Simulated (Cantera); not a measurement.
An adiabatic, constant-pressure homogeneous reactor starts with CO : H₂ : CH₄ : O₂ : N₂ : CO₂ = 1 : 0.048 : 0.28 : 1.39 : 9.45 : 1.5 (molar parts), equivalence ratio 0.78, at 1650 K and 12.0 bar.

Cantera simulation using GRI-Mech 3.0 (53 species, 325 reactions); the numbers are that mechanism's predictions, not measurements. The pressure lies above the range GRI-Mech 3.0 was tuned for (to about 10 atm).

Problem. Predict: time of steepest temperature rise; temperature at 1.00 s; equilibrium temperature; x(CO) at 1.00 s; x(H₂) at 1.00 s; x(O) at 1.00 s.

Solution. 
```
Item                                                                   Value
---------------------------------  -----------------------------------------
time of steepest temperature rise                                    36.4 µs
temperature at 1.00 s                                                 2476 K
equilibrium temperature                                               2476 K
x(CO) at 1.00 s                        0.0119 (gas-phase equilibrium 0.0119)
x(H₂) at 1.00 s                    0.000430 (gas-phase equilibrium 0.000430)
x(O) at 1.00 s                     0.000586 (gas-phase equilibrium 0.000586)
```
